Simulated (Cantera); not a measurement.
Charge: 1 mol Nb₂O₅, 3.3 mol H₂, held at 1873.15 K.

Equilibrium computed with Cantera from the NASA thermochemical tables; the gas is ideal and each condensed phase is pure. Candidate condensed phases: H₂O, Nb, NbO, NbO₂, Nb₂O₅; 12 gas species. Mutual solubility and eutectic melting of coexisting phases are not modelled. Condensed phases not in the tables: the oxides between NbO₂ and Nb₂O₅. The numbers say what is thermodynamically allowed, not how fast it happens.

log p: log10 of the partial pressure in bar; n: condensed amount in mol.

```tsv
P (Pa)	log p H₂	log p H₂O	log p H	log p NbO₂	log p OH	log p O	log p NbO	n NbO₂(s)	n Nb₂O₅(l)
10	-4.11	-4.77	-5.25	-6.35	___	-8.27	-9.29	1.14	0.422
100	-3.09	-3.75	-4.74	-6.35	___	-8.27	-9.29	1.17	0.412
1000	-2.09	-2.75	-4.23	-6.35	___	-8.27	-9.29	1.18	0.409
10000	-1.09	-1.75	-3.73	-6.35	___	-8.27	-9.29	1.18	0.408
100000	-0.09	-0.75	-3.23	-6.35	___	-8.27	-9.29	1.18	0.408
1000000	0.91	0.25	-2.73	-6.35	___	-8.27	-9.29	1.18	0.408
```

**Question.** Some entries are withheld; supply them.

**Answer.** 
- 10, log p OH: -7.02
- 100, log p OH: -6.51
- 1000, log p OH: -6.00
- 10000, log p OH: -5.50
- 100000, log p OH: -5.00
- 1000000, log p OH: -4.50
